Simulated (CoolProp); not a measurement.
cis-2-butene along the isobar 4.57 MPa: fugacity coefficient from the reference equation and from simpler models built on Tc = 435.8 K, pc = 4.236 MPa, ω = 0.202; each cubic takes its own stable root.

The numbers come from the reference Helmholtz-energy equation of state, Lemmon 2005 in CoolProp. It is a short technical equation, of lower accuracy than the large ones.

```
T (K)          phase   reference  van der Waals  Redlich-Kwong  Soave-Redlich-Kwong
-----  -------------  ----------  -------------  -------------  -------------------
382.7         liquid      0.3250         0.4623         0.3695           (withheld)
398.5         liquid      0.4069         0.5224         0.4468               0.4216
414.3         liquid      0.4949         0.5823     (withheld)               0.5108
430.1         liquid      0.5854         0.6401         0.6037               0.5998
445.9  supercritical  (withheld)         0.6901         0.6667               0.6706
461.7  supercritical      0.7029         0.7214         0.7041               0.7120
477.6  supercritical      0.7367         0.7466         0.7344               0.7457
493.4  supercritical      0.7648         0.7680         0.7601               0.7742
509.2  supercritical      0.7891     (withheld)     (withheld)               0.7989
525    supercritical      0.8103         0.8035         0.8020               0.8207
```

Some entries are withheld; supply them.


- 382.7, Soave-Redlich-Kwong: 0.3374
- 414.3, Redlich-Kwong: 0.5262
- 445.9, reference: 0.6607
- 509.2, van der Waals: 0.7868
- 509.2, Redlich-Kwong: 0.7824
